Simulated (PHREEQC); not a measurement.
## Leach liquor (model solution)

Consider water at 43 °C with 6 mmol/kgw HCl, 73 mmol/kgw Rb2SO4 and 9.5 mmol/kgw MnSO4. Closed to the air; pH follows from the charge balance.

Equilibrium calculation in PHREEQC: ion-association model, wateq4f.dat.

No solid was allowed to form.

Problem. Predict the pH, ionic strength.

Solution. pH 2.94; ionic strength 0.232 mol/kgw.

Problem. In which forms is Mn present?

Solution. MnSO4 58 %, Mn+2 42 % of the Mn.

Away from 25 °C the constants follow the database's enthalpies or fits; those with neither stay at their 25 °C values.
